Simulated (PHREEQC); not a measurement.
## Spent oxide etchant (model solution)

Consider water at 72 °C with 34 mmol/kgw NH4HF2, 0.45 mmol/kgw H2SiF6 and 0.046 mmol/kgw H3AsO4. Closed to the air; pH follows from the charge balance.

Computed with PHREEQC (ion-association model, wateq4f.dat).

This is a speciation only: nothing precipitates in the calculation.

Q: Predict the pH, ionic strength.

A: pH 3.48; ionic strength 0.0348 mol/kgw.

Q: In which forms is As present?

A: H2AsO4- 93 %, H3AsO4 7.4 % of the As.

Away from 25 °C the constants follow the database's enthalpies or fits; those with neither stay at their 25 °C values. SiF6-2 is the database's only silicon fluoride.
